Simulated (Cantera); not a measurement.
An isothermal, constant-pressure homogeneous reactor starts with 1.68 % CH₄, 5.21 % O₂, 93.1 % N₂, at 1100 K and 9000 Torr.

Model: GRI-Mech 3.0 (53 species, 325 reactions), integrated in Cantera. The pressure lies above the range GRI-Mech 3.0 was tuned for (to about 10 atm). The temperature is held fixed by assumption; the heat of reaction is taken as removed at once.

x: mole fraction; the columns are a selection and need not sum to one.

```json
[
 {"t (s)": "2.00e-6", "x CH₄": "0.0168", "x O₂": "0.0521", "x C₂H₂": "<1e-12", "x H₂O": "<1e-12", "x C₂H": "<1e-12", "x OH": "<1e-12"},
 {"t (s)": "1.55e-5", "x CH₄": "0.0168", "x O₂": "0.0521", "x C₂H₂": "<1e-12", "x H₂O": "1.33e-11", "x C₂H": "<1e-12", "x OH": "<1e-12"},
 {"t (s)": "0.000120", "x CH₄": "0.0168", "x O₂": "0.0521", "x C₂H₂": "<1e-12", "x H₂O": "9.00e-10", "x C₂H": "<1e-12", "x OH": "4.12e-12"},
 {"t (s)": "0.000928", "x CH₄": "0.0168", "x O₂": "0.0521", "x C₂H₂": "<1e-12", "x H₂O": "9.03e-8", "x C₂H": "<1e-12", "x OH": "5.99e-11"},
 {"t (s)": "0.00719", "x CH₄": "0.0168", "x O₂": "0.0521", "x C₂H₂": "<1e-12", "x H₂O": "7.09e-6", "x C₂H": "<1e-12", "x OH": "4.24e-10"},
 {"t (s)": "0.0557", "x CH₄": "___", "x O₂": "___", "x C₂H₂": "___", "x H₂O": "___", "x C₂H": "<1e-12", "x OH": "___"},
 {"t (s)": "0.431", "x CH₄": "8.07e-9", "x O₂": "0.0193", "x C₂H₂": "2.87e-12", "x H₂O": "0.0335", "x C₂H": "<1e-12", "x OH": "7.91e-8"},
 {"t (s)": "3.34", "x CH₄": "<1e-12", "x O₂": "0.0186", "x C₂H₂": "<1e-12", "x H₂O": "0.0335", "x C₂H": "<1e-12", "x OH": "2.23e-8"},
 {"t (s)": "25.8", "x CH₄": "<1e-12", "x O₂": "0.0186", "x C₂H₂": "<1e-12", "x H₂O": "0.0335", "x C₂H": "<1e-12", "x OH": "1.16e-7"},
 {"t (s)": "200", "x CH₄": "<1e-12", "x O₂": "0.0186", "x C₂H₂": "<1e-12", "x H₂O": "0.0335", "x C₂H": "<1e-12", "x OH": "1.16e-7"}
]
```

Q: Complete the blanks.

A: 
- 0.0557, x CH₄: 0.00540
- 0.0557, x O₂: 0.0361
- 0.0557, x C₂H₂: 4.40e-6
- 0.0557, x H₂O: 0.0195
- 0.0557, x OH: 7.22e-7
